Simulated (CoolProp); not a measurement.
Vapour-liquid equilibrium of dimethyl ether (1) + methanol (2) at 316.4 K; x and y are mole fractions of (1).

The numbers come from the multi-fluid Helmholtz-energy mixture model, Wu 2011 and de Reuck 1993; pair parameters Bell 2016 in CoolProp.

```json
[
 {"x": "0.05", "bubble pressure, mixture model (kPa)": "133.2", "bubble pressure, Raoult's law (kPa)": "87.55", "y, mixture model": "0.697", "y, Raoult's law": "0.552"},
 {"x": "0.125", "bubble pressure, mixture model (kPa)": "255.0", "bubble pressure, Raoult's law (kPa)": "157.0", "y, mixture model": "0.847", "y, Raoult's law": "0.770"},
 {"x": "0.2", "bubble pressure, mixture model (kPa)": "357.5", "bubble pressure, Raoult's law (kPa)": "226.4", "y, mixture model": "0.895", "y, Raoult's law": "0.854"},
 {"x": "0.275", "bubble pressure, mixture model (kPa)": "442.6", "bubble pressure, Raoult's law (kPa)": "295.9", "y, mixture model": "0.918", "y, Raoult's law": "0.899"},
 {"x": "0.35", "bubble pressure, mixture model (kPa)": "513.2", "bubble pressure, Raoult's law (kPa)": "365.3", "y, mixture model": "0.932", "y, Raoult's law": "0.927"},
 {"x": "0.425", "bubble pressure, mixture model (kPa)": "572.2", "bubble pressure, Raoult's law (kPa)": "434.8", "y, mixture model": "0.941", "y, Raoult's law": "0.945"},
 {"x": "0.5", "bubble pressure, mixture model (kPa)": "623.0", "bubble pressure, Raoult's law (kPa)": "504.2", "y, mixture model": "0.949", "y, Raoult's law": "0.959"},
 {"x": "0.575", "bubble pressure, mixture model (kPa)": "668.8", "bubble pressure, Raoult's law (kPa)": "573.7", "y, mixture model": "0.955", "y, Raoult's law": "0.969"},
 {"x": "0.65", "bubble pressure, mixture model (kPa)": "712.5", "bubble pressure, Raoult's law (kPa)": "643.1", "y, mixture model": "0.961", "y, Raoult's law": "0.978"},
 {"x": "0.725", "bubble pressure, mixture model (kPa)": "757.1", "bubble pressure, Raoult's law (kPa)": "712.6", "y, mixture model": "0.967", "y, Raoult's law": "0.984"},
 {"x": "0.8", "bubble pressure, mixture model (kPa)": "805.0", "bubble pressure, Raoult's law (kPa)": "782.0", "y, mixture model": "0.974", "y, Raoult's law": "0.989"},
 {"x": "0.875", "bubble pressure, mixture model (kPa)": "858.6", "bubble pressure, Raoult's law (kPa)": "851.4", "y, mixture model": "0.982", "y, Raoult's law": "0.994"},
 {"x": "0.95", "bubble pressure, mixture model (kPa)": "920.4", "bubble pressure, Raoult's law (kPa)": "920.9", "y, mixture model": "0.992", "y, Raoult's law": "0.998"}
]
```

The largest gap from Raoult's law is +62.4 % in bubble pressure, at x = 0.125. No azeotrope shows between x = 0.05 and 0.95.

Pair parameters are fitted to limited data, so mixtures are less certain than the pure fluids. With so large a gap from Raoult's law the liquid may split in two, which this calculation doesn't test in full.
